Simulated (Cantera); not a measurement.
Source: NASA polynomial tables (part measured, part estimated), evaluated in Cantera. Values are per mole of reaction as written; species without (g) are pure solids or liquids, kept so even where they would boil at 1 bar.

### Question
Between 300 and 2123 K, where is each reaction favourable under standard conditions?
- BN + 3 Cl(g) + 3 F(g) → NF3(g) + BCl3(g)

### Answer
- BN + 3 Cl(g) + 3 F(g) → NF3(g) + BCl3(g): ΔG° is -755 kJ at 300 K and 92 kJ at 2123 K; it changes sign between 1923 and 2023 K. ΔH° is -913 kJ and ΔS° -474 J/K at 2123 K.
